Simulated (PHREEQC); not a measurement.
## Buffer: an equilibrium model

Make-up at 25 °C: 82.5 mmol/kgw NH4Cl, 17 mmol/kgw K2HPO4 and 0.42 mmol/kgw KCl. Closed to the air; pH follows from the charge balance.

All values are PHREEQC results (ion-association model, phreeqc.dat), not measurements.

| Property | Value |
|---|---|
| pH | 7.76 |
| ionic strength | 0.130 mol/kgw |
| specific conductance | 13200 µS/cm |
| density | 1.001 g/cm³ |
| total alkalinity | 17.0 meq/kg |

```csv
species,molality,activity,log γ
Cl-,0.0829,0.0620,-0.126
NH4+,0.0806,0.0582,-0.142
K+,0.0341,0.0254,-0.128
HPO4-2,0.0148,0.00512,-0.461
H2PO4-,0.00186,0.00143,-0.112
NH3,0.00185,0.00191,0.013
KHPO4-,0.000328,0.000253,-0.112
PO4-3,1.76e-6,1.33e-7,-1.122
OH-,7.83e-7,5.80e-7,-0.130
H+,2.13e-8,1.74e-8,-0.089
H3PO4,3.56e-9,3.67e-9,0.013
```

No solid was allowed to form. Species that the database lacks are ignored.
